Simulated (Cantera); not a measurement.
Input: 1 mol MgO, 1.6 mol I₂, 0.74 mol H₂, equilibrated at 9.00 Torr.

Method: chemical equilibrium by Gibbs-energy minimisation in Cantera with the NASA 1993 tables (ideal gas, pure condensed phases). Candidate condensed phases: H₂O, I₂, Mg, MgI₂, MgO, Mg(OH)₂; 20 gas species. Rates play no part.

x: gas mole fraction; n: condensed amount in mol.

| T (°C) | x I | x HI | x I₂ | x H₂ | x H₂O | n MgO(s) |
|---|---|---|---|---|---|---|
| 427 | 0.00601 | 0.597 | 0.380 | 0.0166 | [?] | 1.000 |
| 527 | 0.0306 | 0.580 | 0.368 | 0.0212 | [?] | 0.999 |
| 627 | 0.103 | 0.544 | 0.323 | 0.0264 | [?] | 0.997 |
| 727 | 0.245 | 0.481 | 0.234 | 0.0341 | [?] | 0.992 |
| 827 | 0.421 | 0.392 | 0.128 | 0.0482 | [?] | 0.984 |
| 927 | 0.561 | 0.297 | 0.0557 | 0.0717 | [?] | 0.975 |
| 1027 | 0.649 | 0.211 | 0.0227 | 0.0991 | 0.00905 | 0.969 |
| 1127 | 0.703 | 0.145 | 0.00954 | 0.123 | 0.00973 | 0.965 |
| 1227 | 0.736 | 0.100 | 0.00430 | 0.140 | 0.00982 | 0.964 |
| 1327 | 0.757 | 0.0700 | 0.00208 | 0.152 | 0.00965 | 0.964 |

### Question
Some entries are withheld; supply them.

### Answer

- 427, x H₂O: 9.92e-5
- 527, x H₂O: 0.000445
- 627, x H₂O: 0.00136
- 727, x H₂O: 0.00307
- 827, x H₂O: 0.00534
- 927, x H₂O: 0.00755
